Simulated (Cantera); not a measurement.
Charge: 1 mol Si2Cl6, 2.2 mol NH3, 4.5 mol N2, at 1075 K and 62.0 Pa.

Method: chemical equilibrium by Gibbs-energy minimisation in Cantera with the NASA 1993 tables (ideal gas, pure condensed phases). Candidate condensed phases: NH4Cl, Si, Si3N4; 28 gas species. The feed counts by its element totals alone. The tables' values for SiCl3 are old estimates; treat these amounts as uncertain. Equilibrium is a limit: real reactors are often held back by kinetics, nucleation or transport.

Base state: N2 0.442, HCl 0.385, H2 0.125, SiCl4 0.0470, SiCl3 0.000919, SiCl2 0.000284, SiHCl3 0.000190 (mole fractions); condensed: Si3N4(s).

Question: What changes in the equilibrium state with this change: temperature from 1075 K to 2050 K?

Answer: 
```json
[
 {"species": "N2", "before": "0.442", "after": "0.440"},
 {"species": "HCl", "before": "0.385", "after": "0.188"},
 {"species": "H2", "before": "0.125", "after": "0.147"},
 {"species": "SiCl2", "before": "0.000284", "after": "0.121"},
 {"species": "SiCl4", "before": "0.0470", "after": "7.17e-7"},
 {"species": "Si", "before": "<1e-9", "after": "0.0277"},
 {"species": "H", "before": "2.08e-7", "after": "0.0350"},
 {"species": "Cl", "before": "5.80e-7", "after": "0.0330"},
 {"species": "SiCl", "before": "<1e-9", "after": "0.00794"},
 {"species": "SiH", "before": "<1e-9", "after": "0.000160"},
 {"species": "SiN", "before": "<1e-9", "after": "0.000106"},
 {"species": "Si2", "before": "<1e-9", "after": "7.19e-5"},
 {"species": "Si2N", "before": "<1e-9", "after": "2.96e-5"},
 {"species": "Si3N4(s), mol", "before": "0.499", "after": "0"}
]
```
The tables' values for SiCl, SiCl3, SiN are old estimates; treat these amounts as uncertain.
